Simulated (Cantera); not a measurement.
Mixture: 2.63 % C3H8, 16.9 % O2, 64.2 % N2, 16.3 % H2O, equivalence ratio 0.78, at 1350 Torr, adiabatic and at constant volume. Ignition delay is the time to a rise of 400 K.

Detailed kinetics in Cantera: GRI-Mech 3.0 (53 species, 325 reactions). GRI-Mech 3.0 was tuned for natural gas; its chemistry of propane as a main component is partial and can be far from experiment.

### Question
Predict: delay at 1250 K; delay at 1300 K; delay at 1350 K; delay at 1400 K; delay at 1450 K; delay at 1500 K; delay at 1550 K; apparent activation energy between 1450 and 1550 K.

### Answer
```
Item                                                    Result
--------------------------------------------------  ----------
delay at 1250 K                                        1.93 ms
delay at 1300 K                                       0.807 ms
delay at 1350 K                                       0.367 ms
delay at 1400 K                                       0.181 ms
delay at 1450 K                                        97.2 µs
delay at 1500 K                                        56.1 µs
delay at 1550 K                                        34.8 µs
apparent activation energy between 1450 and 1550 K  190 kJ/mol
```
